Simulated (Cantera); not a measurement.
Feed: 1 mol AlCl₃, 2.4 mol N₂O, 62 mol H₂, 8.7 mol N₂, held at 0.00133 bar.

These are equilibrium values from Cantera (NASA tables, ideal gas, pure condensed phases), not measurements of a reactor. Candidate condensed phases: Al, AlCl₃, AlN, Al₂O₃, H₂O, NH₄Cl; 45 gas species. The tables' values for AlOH, AlCl₂ are old estimates; treat these amounts as uncertain. Rates play no part.

x: gas mole fraction; n: condensed amount in mol.

```tsv
T (K)	x H₂	x N₂	x H	x HCl	x H₂O	x Cl	x AlCl	n Al₂O₃(s)
1175	0.799	0.149	3.00e-6	0.0402	0.0121	1.32e-7	<1e-12	0.500
1275	0.799	0.149	1.80e-5	0.0402	0.0121	7.71e-7	[?]	0.500
1375	0.799	0.149	8.39e-5	0.0402	0.0121	3.50e-6	[?]	0.500
1475	0.799	0.149	0.000317	0.0402	0.0121	1.29e-5	[?]	0.500
1575	0.798	0.149	0.00102	0.0402	0.0121	4.06e-5	[?]	0.500
1675	0.796	0.149	0.00284	0.0400	0.0120	0.000111	[?]	0.500
1775	0.793	0.148	0.00706	0.0398	0.0120	0.000272	[?]	0.499
1875	0.785	0.148	0.0159	0.0392	0.0121	0.000601	[?]	0.495
1975	0.769	0.146	0.0329	0.0378	0.0126	0.00121	[?]	0.479
2075	0.740	0.144	0.0628	0.0351	0.0140	0.00219	[?]	0.434
2175	0.693	0.140	0.111	0.0306	0.0168	0.00359	[?]	0.338
```

Task: What belongs in the gaps?

Result: 
- 1275, x AlCl: 5.21e-11
- 1375, x AlCl: 1.52e-9
- 1475, x AlCl: 2.78e-8
- 1575, x AlCl: 3.46e-7
- 1675, x AlCl: 3.15e-6
- 1775, x AlCl: 2.20e-5
- 1875, x AlCl: 0.000120
- 1975, x AlCl: 0.000508
- 2075, x AlCl: 0.00156
- 2175, x AlCl: 0.00345
